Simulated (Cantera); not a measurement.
# Equilibrium for oxide etching and cleaning by halides: CaO + Cl2

Charge: 1 mol CaO, 3.3 mol Cl2, at 900 K and 1.00 bar.

Method: chemical equilibrium by Gibbs-energy minimisation in Cantera with the NASA 1993 tables (ideal gas, pure condensed phases). Candidate condensed phases: Ca, CaCl2, CaO; 11 gas species. Condensed phases not in the tables: oxide chlorides. The numbers say what is thermodynamically allowed, not how fast it happens.

| Quantity | Result |
|---|---|
| x(Cl2) | 0.821 |
| x(O2) | 0.179 |
| x(Cl) | 6.70e-5 |
| x(ClO) | 2.38e-6 |
| n(CaCl2(s)) | 1.00 mol |
| gas amount | 2.800 mol |
| log10 activity of Ca(s) (absent) | -37.97 |
